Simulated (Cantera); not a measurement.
# Thermodynamics of abatement and gas-phase synthesis, feed SO2 + O2

Feed: 1 mol SO2, 0.11 mol O2, at 1950 K and 1000 Pa.

Method: chemical equilibrium by Gibbs-energy minimisation in Cantera with the NASA 1993 tables (ideal gas, pure condensed phases). Candidate condensed phases: S; 10 gas species. Kinetics and transport are ignored.

```
Property                            Result
-------------------------------  ---------
x(SO2)                               0.896
x(O2)                               0.0994
x(SO)                              0.00265
x(O)                               0.00142
x(SO3)                            0.000183
x(S)                               2.73e-6
gas amount                       1.112 mol
log10 activity of S(l) (absent)      -6.47
```
